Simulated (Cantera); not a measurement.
## SiH₄ + O₂ + H₂ (silicon oxide and oxynitride deposition)

Feed: 1 mol SiH₄, 3.8 mol O₂, 0.43 mol H₂, held at 13.3 mbar.

These are equilibrium values from Cantera (NASA tables, ideal gas, pure condensed phases), not measurements of a reactor. Candidate condensed phases: H₂O, Si, SiO₂; 18 gas species. The tables hold silica as quartz up to 1696 K and as liquid above; real silica turns to tridymite and cristobalite and melts near 1996 K. The numbers say what is thermodynamically allowed, not how fast it happens.

| T (°C) | x H₂O | x O₂ | x OH | x O | x H₂ | n SiO₂(α-quartz) | n SiO₂(β-quartz) |
|---|---|---|---|---|---|---|---|
| 325 | 0.605 | 0.395 | 1.99e-12 | <1e-12 | <1e-12 | 1.00 | 0 |
| 375 | 0.605 | 0.395 | 2.45e-11 | <1e-12 | <1e-12 | 1.00 | 0 |
| 425 | 0.605 | 0.395 | 2.10e-10 | <1e-12 | <1e-12 | 1.00 | 0 |
| 475 | 0.605 | 0.395 | 1.36e-9 | <1e-12 | <1e-12 | 1.00 | 0 |
| 525 | 0.605 | 0.395 | 6.96e-9 | <1e-12 | <1e-12 | 1.00 | 0 |
| 575 | 0.605 | 0.395 | 2.94e-8 | 3.71e-12 | 3.53e-12 | 0 | 1.00 |
| 625 | 0.605 | 0.395 | 1.06e-7 | 2.72e-11 | 2.48e-11 | 0 | 1.00 |
| 675 | 0.605 | 0.395 | 3.34e-7 | 1.62e-10 | 1.42e-10 | 0 | 1.00 |
| 725 | 0.605 | 0.395 | 9.37e-7 | 8.05e-10 | 6.87e-10 | 0 | 1.00 |
| 775 | 0.605 | 0.395 | 2.39e-6 | 3.44e-9 | 2.86e-9 | 0 | 1.00 |
| 825 | 0.605 | 0.395 | 5.58e-6 | 1.29e-8 | 1.05e-8 | 0 | 1.00 |
| 875 | 0.605 | 0.395 | 1.21e-5 | 4.32e-8 | 3.43e-8 | 0 | 1.00 |
| 925 | 0.605 | 0.395 | 2.47e-5 | 1.31e-7 | 1.02e-7 | 0 | 1.00 |
x: gas mole fraction; n: condensed amount in mol.

From 325 °C to 525 °C the condensed part is SiO₂(α-quartz). From 575 °C to 925 °C the condensed part is SiO₂(β-quartz).
